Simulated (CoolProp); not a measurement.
Vapour-liquid equilibrium of propane (1) + isobutene (2) at 0.958 MPa; x and y are mole fractions of (1).

Values from CoolProp's multi-fluid Helmholtz-energy mixture model, Lemmon 2009 and Lemmon 2005; pair parameters Bell 2016.

Task: Give the bubble temperature and the first vapour's composition at x = 0.575, 0.725, 0.8. Is there an azeotrope?

Result: x = 0.575: 38.9 °C, y = 0.750; x = 0.725: 33.7 °C, y = 0.854; x = 0.8: 31.3 °C, y = 0.899. No azeotrope shows between x = 0.05 and 0.95.

The pair parameters rest on a limited set of measurements; away from them the model extrapolates. The gap from Raoult's law changes sign with composition, which may be real or a fault of the pair parameters; it wasn't checked against measurements.
